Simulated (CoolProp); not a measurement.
Vapour-liquid equilibrium of toluene (1) + o-xylene (2) at 1.41 MPa; x and y are mole fractions of (1).

Model: multi-fluid Helmholtz-energy mixture model, Lemmon 2006 and Zhou 2012; pair parameters Bell 2016, in CoolProp.

Task: Give the bubble temperature and the first vapour's composition at x = 0.05, 0.125, 0.275. Is there an azeotrope?

Result: x = 0.05: 551.8 K, y = 0.072; x = 0.125: 548.2 K, y = 0.175; x = 0.275: 541.1 K, y = 0.365. No azeotrope shows between x = 0.05 and 0.95.

Pair parameters are fitted to limited data, so mixtures are less certain than the pure fluids.
